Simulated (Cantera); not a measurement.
Diamond growth

A diamond (100) surface in a fixed gas of H2 with x(CH4) = 0.011, x(H) = 0.0031, x(CH3) = 4.7e-05, 15.0 Torr; coverages are run to steady state.

Computed with Cantera and the Harris–Goodwin 1993 mechanism for the reconstructed diamond (100) surface.

```json
[
 {"T (K)": "950", "growth (µm/h)": "0.369", "θ c6HH": "0.636", "θ c6H*": "0.0139", "θ c6*H": "0.331", "θ c6**": "0.00652", "θ c6HM": "0.00966"},
 {"T (K)": "1025", "growth (µm/h)": "0.430", "θ c6HH": "0.571", "θ c6H*": "0.0204", "θ c6*H": "0.389", "θ c6**": "0.0112", "θ c6HM": "0.00573"},
 {"T (K)": "1100", "growth (µm/h)": "0.310", "θ c6HH": "0.513", "θ c6H*": "0.0277", "θ c6*H": "0.439", "θ c6**": "0.0175", "θ c6HM": "0.00219"},
 {"T (K)": "1175", "growth (µm/h)": "0.167", "θ c6HH": "0.461", "θ c6H*": "0.0355", "θ c6*H": "0.477", "θ c6**": "0.0252", "θ c6HM": "0.000536"},
 {"T (K)": "1250", "growth (µm/h)": "0.125", "θ c6HH": "0.417", "θ c6H*": "0.0434", "θ c6*H": "0.505", "θ c6**": "0.0338", "θ c6HM": "0.000117"},
 {"T (K)": "1325", "growth (µm/h)": "0.124", "θ c6HH": "0.381", "θ c6H*": "0.0511", "θ c6*H": "0.524", "θ c6**": "0.0428", "θ c6HM": "2.56e-5"},
 {"T (K)": "1400", "growth (µm/h)": "0.0923", "θ c6HH": "0.353", "θ c6H*": "0.0586", "θ c6*H": "0.536", "θ c6**": "0.0516", "θ c6HM": "5.63e-6"}
]
```
θ: site fractions in the mechanism's names (c6HH fully hydrogenated, c6H* and c6*H radical sites, c6** diradical, c6HM methylated).
